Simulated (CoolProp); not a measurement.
Saturated liquid density (kg/m³) of R1234ze(E): the reference equation beside estimates from Tc = 109.4 °C, pc = 3.635 MPa, ω = 0.313. Rackett uses Z = 0.29056 − 0.08775 ω.

Values from CoolProp's reference Helmholtz-energy equation of state, Thol 2016.

```tsv
T (°C)	reference	Rackett	van der Waals	Redlich-Kwong	Soave-Redlich-Kwong	Peng-Robinson
-14.35	1281	1303	758.8	1105	1158	1310
-9.95	1269	1290	751.6	1092	1146	1297
-5.45	1256	1277	744.1	1079	1134	1283
-0.95	1243	1263	736.3	1065	1121	1269
3.45	1230	1250	728.6	1051	1108	1255
7.95	1217	1235	720.5	1037	1094	1239
12.45	1203	1221	712.3	1022	1079	1223
16.95	1189	1206	703.8	1007	1064	1207
21.35	1175	1191	695.2	991.5	1049	1190
25.85	1160	1176	686.3	975.4	1033	1172
30.35	1145	1160	677.0	958.7	1017	1154
34.75	1130	1144	667.7	942.0	999.8	1135
39.25	1114	1127	657.9	924.2	981.8	1114
43.75	1098	1110	647.7	905.9	963.1	1093
```

Absolute difference from the reference over all 14 rows, mean and median: Rackett 1.4 and 1.5 %, van der Waals 40.8 and 40.8 %, Redlich-Kwong 15.3 and 15.2 %, Soave-Redlich-Kwong 10.6 and 10.4 %, Peng-Robinson 1.4 and 1.6 %.
